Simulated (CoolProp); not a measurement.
n-perfluorohexane along the isotherm 450 K: fugacity coefficient from the reference equation and from simpler models built on Tc = 448.0 K, pc = 1.742 MPa, ω = 0.497; each cubic takes its own stable root.

Values from CoolProp's reference Helmholtz-energy equation of state, Gao 2022.

| p (MPa) | phase | reference |
|---|---|---|
| 1.16 | gas | 0.7755 |
| 2.32 | supercritical | 0.5276 |
| 3.48 | supercritical | 0.3886 |
| 4.64 | supercritical | 0.3197 |
| 5.81 | supercritical | 0.2793 |
| 6.97 | supercritical | 0.2538 |
| 8.13 | supercritical | 0.2367 |
| 9.29 | supercritical | 0.2251 |
| 10.4 | supercritical | 0.2174 |
| 11.6 | supercritical | 0.2118 |
| 12.8 | supercritical | 0.2084 |
| 13.9 | supercritical | 0.2068 |
| 15.1 | supercritical | 0.2063 |
| 16.3 | supercritical | 0.2070 |
| 17.4 | supercritical | 0.2085 |

Problem. How far does each simpler model (van der Waals, Redlich-Kwong, Soave-Redlich-Kwong, Peng-Robinson) lie from the reference over these 15 states: mean and median of the absolute difference, and the worst?

Solution. 
- van der Waals: mean 41.4 %, median 41.1 %, worst +79.5 % at 450 K and 17.4 MPa
- Redlich-Kwong: mean 13.3 %, median 14.4 %, worst +21.4 % at 450 K and 17.4 MPa
- Soave-Redlich-Kwong: mean 14.1 %, median 15.3 %, worst +22.4 % at 450 K and 17.4 MPa
- Peng-Robinson: mean 3.0 %, median 3.5 %, worst +3.9 % at 450 K and 11.6 MPa
